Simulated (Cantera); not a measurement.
Input (Python, Cantera) and output of one run.

```python
import numpy as np
import cantera as ct

gas_names = """
    Mg MgO Mg2 O O2 O3 Ti TiO TiO2
""".split()
cond_names = """
    Mg(cr) Mg(L) MgO(s) MgO(L) MgTiO3(s) MgTiO3(L) MgTi2O5(s) MgTi2O5(L) Mg2TiO4(s) Mg2TiO4(L) Ti(a)
    Ti(b) Ti(L) TiO(a) TiO(b) TiO(L) TiO2(ru) TiO2(L) Ti2O3(a) Ti2O3(b) Ti2O3(L) Ti3O5(a) Ti3O5(b)
    Ti3O5(L) Ti4O7(s) Ti4O7(L)
""".split()


# ... load() reads the species with a 1 bar reference pressure and builds the phases ...
atoms = {
    'TiO2': {'Ti': 1, 'O': 2},
    'MgO': {'Mg': 1, 'O': 1},
    'O2': {'O': 2},
}
top_T = {}  # K; cautious upper limits of use, not melting points


# ... equilibrate(T, P, feed) seeds the gas with the atoms and calls Mixture.equilibrate('TP', solver="vcs", rtol=1e-11, max_steps=5000) ...
results = []
feed = {'TiO2': 1, 'MgO': 3.6, 'O2': 4}  # mol
T = 2248.15  # K
P = 61000  # Pa
mix = equilibrate(T, P, feed)
results.append((T, P, feed, dict(zip(mix.species_names, mix.species_moles))))
x = sorted(zip(gas.X, gas.species_names), reverse=True)
print(f"T = {T:g} K  P = {P:g} Pa  gas = {mix.phase_moles(0):.4g} mol")
print("   x: " + "  ".join(f"{s} {v:.3e}" for v, s in x if v > 1e-06))
print("   condensed (mol): " + ("  ".join(f"{mix.phase(i).name} {mix.phase_moles(i):.4g}"
      for i in range(1, mix.n_phases) if mix.phase_moles(i) > 1e-12) or "none"))
```

It prints:

```
T = 2248.15 K  P = 61000 Pa  gas = 4.009 mol
   x: O2 9.953e-01  O 4.660e-03  MgO 2.578e-06  Mg 1.134e-06
   condensed (mol): MgO(s) 1.6  Mg2TiO4(L) 1
```

Cantera equilibrium calculation (NASA polynomials, part measured and part estimated; ideal gas, pure solids and liquids). Mutual solubility and eutectic melting of coexisting phases are not modelled. Condensed phases not in the tables: alloys, solid solutions and most ternary compounds.
